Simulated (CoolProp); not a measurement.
Values from CoolProp's reference Helmholtz-energy equation of state, de Reuck 1993.

**Question.** For methanol, give the phase and the density (kg/m³), isothermal compressibility (1/MPa) at 185 K and 365 kPa.

**Answer.** 
- 185 K and 365 kPa: liquid; density 895, isothermal compressibility 0.000577
